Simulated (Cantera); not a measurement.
A Cantera script and what it prints.

```python
import numpy as np
import cantera as ct

gas_names = """
    B BH BH2 BH3 BN BO BO2 B2 B2O B2O2 B2O3 B3O3H3 H HBO HBO2 HNO HNO2 HNO3 HO2 H2 H2O H2O2 H3B3O6 N NH
    NH2 NH3 NH2OH NO NO2 NO3 N2 N2H2 N2H4 N2O O OH O2 O3
""".split()
cond_names = """
    B(b) B(L) BN(s) B2O3(L) B3O3H3(cr) H2O(s) H2O(L)
""".split()


# ... load() reads the species with a 1 bar reference pressure and builds the phases ...
atoms = {
    'BN': {'B': 1, 'N': 1},
    'H2O': {'H': 2, 'O': 1},
    'H2': {'H': 2},
}
top_T = {'BN(s)': 3200}  # K; cautious upper limits of use, not melting points


# ... equilibrate(T, P, feed) seeds the gas with the atoms and calls Mixture.equilibrate('TP', solver="vcs", rtol=1e-11, max_steps=5000) ...
results = []
feed = {'BN': 1, 'H2O': 0.62, 'H2': 480}  # mol
P = 250  # Pa
for T in [898, 973, 1048, 1123, 1198, 1273, 1348, 1423, 1498, 1573]:
    mix = equilibrate(T, P, feed)
    results.append((T, P, feed, dict(zip(mix.species_names, mix.species_moles))))

top = {s: max(r[3][s] / sum(r[3][g] for g in gas_names) for r in results) for s in gas_names}
cols = sorted((s for s in top if top[s] > 1e-06), key=lambda s: -top[s])[:8]
seen = [c for c in cond_names if any(r[3].get(c, 0) > 1e-12 for r in results)]
print("log10 of partial pressures in bar; condensed amounts in mol")
print(f"{'T/K':>10s}" + "".join(f"{s[:9]:>10s}" for s in cols + seen))
for T, P, feed, n in results:
    ng = sum(n[g] for g in gas_names)
    print(f"{T:10.4g}" + "".join(f"{np.log10(max(n[s] / ng * P / 1e5, 1e-99)):10.3f}" for s in cols)
          + "".join(f"{n.get(c, 0):10.4g}" for c in seen))
```

Result:

```
log10 of partial pressures in bar; condensed amounts in mol
       T/K        H2       HBO         H        N2      HBO2       H2O      B2O3        BO     BN(s)   B2O3(L)
       898    -2.602   -10.917   -11.262    -6.004    -8.922    -6.603   -13.847   -17.596    0.6187    0.1905
       973    -2.602    -9.597   -10.267    -6.003    -8.141    -6.613   -12.053   -15.382    0.6184    0.1901
      1048    -2.602    -8.471    -9.413    -6.004    -7.478    -6.625   -10.524   -13.490     0.619     0.187
      1123    -2.602    -7.499    -8.672    -6.007    -6.911    -6.640    -9.209   -11.855    0.6219    0.1741
      1198    -2.602    -6.652    -8.022    -6.011    -6.420    -6.656    -8.065   -10.429     0.625    0.1277
      1273    -2.603    -5.956    -7.448    -5.977    -6.070    -6.702    -7.188    -9.223    0.5946         0
      1348    -2.603    -5.671    -6.937    -5.873    -6.387    -7.038    -7.369    -8.485    0.4849         0
      1423    -2.603    -5.545    -6.479    -5.815    -6.944    -7.484    -7.934    -7.954    0.4104         0
      1498    -2.603    -5.513    -6.066    -5.798    -7.625    -7.984    -8.702    -7.558    0.3867         0
      1573    -2.603    -5.509    -5.692    -5.793    -8.297    -8.467    -9.477    -7.226    0.3802         0
```

These are equilibrium values from Cantera (NASA tables, ideal gas, pure condensed phases), not measurements of a reactor. Mutual solubility and eutectic melting of coexisting phases are not modelled.
